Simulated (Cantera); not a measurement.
Input: 1 mol SiF4, 6.8 mol NH3, 14 mol N2, at 1125 K and 1.00 bar.

Method: chemical equilibrium by Gibbs-energy minimisation in Cantera with the NASA 1993 tables (ideal gas, pure condensed phases). Candidate condensed phases: Si, Si3N4; 37 gas species. The tables' values for SiF3 are old estimates; treat these amounts as uncertain. Kinetics and transport are ignored.

Base state: N2 0.608, H2 0.356, SiF4 0.0346, HF 0.000778, SiHF3 0.000210, NH3 4.60e-5, SiF3 1.05e-5 (mole fractions); condensed: Si3N4(s).

**Question.** What changes in the equilibrium state with this change: temperature from 1125 K to 1498 K?

**Answer.** 
```tsv
species	before	after
N2	0.608	0.608
H2	0.356	0.353
SiF4	0.0346	0.0319
HF	0.000778	0.00447
SiF2	4.33e-9	3.19e-5
H	2.65e-8	1.02e-5
SiF3	1.05e-5	0.00133
SiH2F2	6.45e-7	2.13e-5
SiHF3	0.000210	0.00122
Si3N4(s), mol	0.00132	0.00431
```
The tables' values for SiF3, SiF2 are old estimates; treat these amounts as uncertain.

**Question.** What changes in the equilibrium state with this change: NH3 from 6.8 to 0.45 mol?

**Answer.** 
```
species          before     after
-------------  --------  --------
N2                0.608     0.895
SiF4             0.0346    0.0627
H2                0.356    0.0422
NH3             4.60e-5   2.28e-6
HF             0.000778  0.000331
SiHF3          0.000210  0.000106
Si3N4(s), mol   0.00132  0.000278
```
